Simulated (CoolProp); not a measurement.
A single-stage vapour-compression cycle with the fluid: evaporating at 307.15 K (dew point), condensing at 370.15 K (bubble point), superheat 10 K, subcooling 0 K, compressor efficiency 0.8, no pressure losses. The same conditions are run with several fluids, on thermodynamics alone (safety and materials aside).

Model: reference Helmholtz-energy equation of state of each fluid (R141b: Lemmon 2006; carbonyl sulfide: Lemmon 2006; cyclohexane: Zhou 2014; R11: Jacobsen 1992; n-pentane: Thol 2019; R1336mzz(Z): McLinden 2020), in CoolProp.

```json
[
 {"fluid": "R141b", "cooling COP": "3.04", "pressure ratio": "5.84", "discharge temperature (K)": "386.8", "refrigerating effect (kJ/kg)": "153", "volumetric capacity (kJ/m³)": "762"},
 {"fluid": "carbonyl sulfide", "cooling COP": "2.16", "pressure ratio": "3.45", "discharge temperature (K)": "429.2", "refrigerating effect (kJ/kg)": "133", "volumetric capacity (kJ/m³)": "5810"},
 {"fluid": "cyclohexane", "cooling COP": "3.10", "pressure ratio": "8.37", "discharge temperature (K)": "377.9", "refrigerating effect (kJ/kg)": "271", "volumetric capacity (kJ/m³)": "168"},
 {"fluid": "R11", "cooling COP": "3.06", "pressure ratio": "5.37", "discharge temperature (K)": "393.8", "refrigerating effect (kJ/kg)": "125", "volumetric capacity (kJ/m³)": "976"},
 {"fluid": "n-pentane", "cooling COP": "2.77", "pressure ratio": "5.87", "discharge temperature (K)": "370.2", "refrigerating effect (kJ/kg)": "218", "volumetric capacity (kJ/m³)": "584"},
 {"fluid": "R1336mzz(Z)", "cooling COP": "2.58", "pressure ratio": "6.37", "discharge temperature (K)": "370.2", "refrigerating effect (kJ/kg)": "90.6", "volumetric capacity (kJ/m³)": "611"}
]
```

The compression ends wet for: n-pentane; R1336mzz(Z).
